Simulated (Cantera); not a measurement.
**Premixed flame**

A freely propagating, adiabatic, planar premixed flame of H2 : O2 : N2 = 1 : 0.556 : 2.61 (molar parts), unburnt at 325 K and 1000000 Pa; multicomponent transport, grid criteria slope 0.08 and curve 0.16, no radiation.

Model: the H2/O2 subset of GRI-Mech 3.0, which has no nitrogen chemistry, integrated in Cantera. The hydrogen kinetics of GRI-Mech 3.0 are dated; newer H2 mechanisms differ, most at raised pressure. Burning velocities carry a grid error of a few per cent, more on coarse grids.

```json
[
 {"z (mm)": "-0.116", "T (K)": "325", "u (m/s)": "0.636", "x H2": "0.239", "x O2": "0.134", "x H2O": "4.27e-6", "x H2O2": "1.33e-8", "x HO2": "<1e-8", "x OH": "<1e-8"},
 {"z (mm)": "-0.0771", "T (K)": "327", "u (m/s)": "0.635", "x H2": "0.233", "x O2": "0.135", "x H2O": "8.50e-5", "x H2O2": "3.17e-7", "x HO2": "2.17e-7", "x OH": "<1e-8"},
 {"z (mm)": "-0.0579", "T (K)": "333", "u (m/s)": "0.640", "x H2": "0.223", "x O2": "0.136", "x H2O": "0.000578", "x H2O2": "2.48e-6", "x HO2": "1.71e-6", "x OH": "<1e-8"},
 {"z (mm)": "-0.0386", "T (K)": "375", "u (m/s)": "0.698", "x H2": "0.194", "x O2": "0.140", "x H2O": "0.00546", "x H2O2": "2.77e-5", "x HO2": "2.19e-5", "x OH": "<1e-8"},
 {"z (mm)": "-0.0193", "T (K)": "677", "u (m/s)": "1.20", "x H2": "0.127", "x O2": "0.130", "x H2O": "0.0492", "x H2O2": "0.000247", "x HO2": "0.000499", "x OH": "4.76e-6"},
 {"z (mm)": "-0.00964", "T (K)": "1069", "u (m/s)": "1.86", "x H2": "0.0851", "x O2": "0.106", "x H2O": "0.106", "x H2O2": "0.000293", "x HO2": "0.000896", "x OH": "0.000269"},
 {"z (mm)": "0", "T (K)": "1467", "u (m/s)": "2.54", "x H2": "0.0478", "x O2": "0.0718", "x H2O": "0.169", "x H2O2": "3.43e-5", "x HO2": "0.000461", "x OH": "0.00146"},
 {"z (mm)": "0.00964", "T (K)": "1714", "u (m/s)": "2.96", "x H2": "0.0244", "x O2": "0.0462", "x H2O": "0.212", "x H2O2": "4.76e-6", "x HO2": "0.000205", "x OH": "0.00359"},
 {"z (mm)": "0.0193", "T (K)": "1845", "u (m/s)": "3.19", "x H2": "0.0139", "x O2": "0.0337", "x H2O": "0.233", "x H2O2": "3.20e-6", "x HO2": "0.000106", "x OH": "0.00514"},
 {"z (mm)": "0.0386", "T (K)": "1964", "u (m/s)": "3.39", "x H2": "0.00689", "x O2": "0.0257", "x H2O": "0.248", "x H2O2": "2.00e-6", "x HO2": "4.48e-5", "x OH": "0.00547"},
 {"z (mm)": "0.0771", "T (K)": "2038", "u (m/s)": "3.51", "x H2": "0.00311", "x O2": "0.0224", "x H2O": "0.256", "x H2O2": "1.14e-6", "x HO2": "1.68e-5", "x OH": "0.00407"},
 {"z (mm)": "0.154", "T (K)": "2071", "u (m/s)": "3.56", "x H2": "0.00115", "x O2": "0.0213", "x H2O": "0.261", "x H2O2": "5.92e-7", "x HO2": "5.72e-6", "x OH": "0.00262"},
 {"z (mm)": "0.309", "T (K)": "2082", "u (m/s)": "3.58", "x H2": "0.000458", "x O2": "0.0211", "x H2O": "0.262", "x H2O2": "3.52e-7", "x HO2": "2.62e-6", "x OH": "0.00181"}
]
```
x: mole fraction of selected species; z is measured from the peak of heat release.

```yaml
laminar_burning_velocity: 63.7 cm/s
thermal_thickness: 0.0386 mm
peak x(H2O2): 0.000322
peak x(HO2): 0.000927
peak x(OH): 0.00562
grid_points: 113
```
